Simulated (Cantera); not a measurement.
Input (Python, Cantera):

```python
import numpy as np
import cantera as ct

gas = ct.Solution("gri30.yaml")
gas.TPX = 1873, 1200000, {'CH4': 1, 'H2O': 0.38, 'H2': 0.16}
inlet = ct.Reservoir(gas, clone=True)

reactor = ct.IdealGasConstPressureReactor(gas, energy="off", clone=False)
exhaust = ct.Reservoir(gas, clone=True)
tau = [7.1, 3, 1.3, 0.55, 0.23, 0.098, 0.042, 0.018, 0.0075, 0.0032][0]
for a, b in ((inlet, reactor), (reactor, exhaust)):
    ct.MassFlowController(a, b, mdot=lambda t: reactor.mass / tau)
net = ct.ReactorNet([reactor])
show = ['CH4', 'H2O', 'H2', 'HO2', 'CH2CO']

rows = []
print(f"{'tau/s':>10s}{'T/K':>9s}" + "".join(f"{s:>11s}" for s in show))
for tau in [7.1, 3, 1.3, 0.55, 0.23, 0.098, 0.042, 0.018, 0.0075, 0.0032]:
    net.initial_time = 0.0
    net.advance(30 * tau)
    before = gas.X
    net.advance(40 * tau)
    drift = np.max(np.abs(gas.X - before) / (gas.X + 1e-9))
    rows.append([gas.T, *gas[show].X, drift])
    print(f"{tau:10.3e}{gas.T:9.1f}" + "".join(f"{x:11.3e}" for x in gas[show].X))
```

It prints:

```
     tau/s      T/K        CH4        H2O         H2        HO2      CH2CO
 7.100e+00   1873.0  6.655e-02  7.915e-04  7.117e-01  4.468e-18  2.795e-06
 3.000e+00   1873.0  6.677e-02  1.830e-03  7.108e-01  2.386e-17  2.952e-06
 1.300e+00   1873.0  6.726e-02  4.082e-03  7.087e-01  1.188e-16  3.299e-06
 5.500e-01   1873.0  6.833e-02  9.020e-03  7.043e-01  5.816e-16  4.094e-06
 2.300e-01   1873.0  7.050e-02  1.890e-02  6.954e-01  2.568e-15  5.819e-06
 9.800e-02   1873.0  7.435e-02  3.548e-02  6.803e-01  9.133e-15  9.115e-06
 4.200e-02   1873.0  8.073e-02  5.931e-02  6.579e-01  2.582e-14  1.468e-05
 1.800e-02   1873.0  9.130e-02  8.839e-02  6.285e-01  5.777e-14  2.261e-05
 7.500e-03   1873.0  1.102e-01  1.192e-01  5.916e-01  1.045e-13  3.180e-05
 3.200e-03   1873.0  1.416e-01  1.454e-01  5.489e-01  1.519e-13  3.894e-05
```

Cantera simulation using GRI-Mech 3.0 (53 species, 325 reactions); the numbers are that mechanism's predictions, not measurements. GRI-Mech 3.0 stops at C3 and has no aromatics, soot or wall deposition, so with more carbon than oxygen in the feed, carbon stays in small species such as C2H2 where larger ones or solid carbon would form. The pressure lies above the range GRI-Mech 3.0 was tuned for (to about 10 atm).
